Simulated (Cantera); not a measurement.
Mixture: 7.17 % CH₃OH, 14.7 % O₂, 78.1 % N₂, equivalence ratio 0.73, at 900 Torr, adiabatic and at constant volume. Ignition delay is the time to a rise of 400 K.

Detailed kinetics in Cantera: GRI-Mech 3.0 (53 species, 325 reactions). GRI-Mech 3.0 was tuned for natural gas; its chemistry of methanol as a main component is partial and can be far from experiment.

**Question.** Predict: delay at 1175 K; delay at 1275 K; delay at 1375 K; delay at 1475 K; delay at 1575 K; apparent activation energy between 1525 and 1625 K.

**Answer.** 
```json
{
 "delay at 1175 K": "14.2 ms",
 "delay at 1275 K": "2.94 ms",
 "delay at 1375 K": "0.803 ms",
 "delay at 1475 K": "0.276 ms",
 "delay at 1575 K": "0.114 ms",
 "apparent activation energy between 1525 and 1625 K": "170 kJ/mol"
}
```
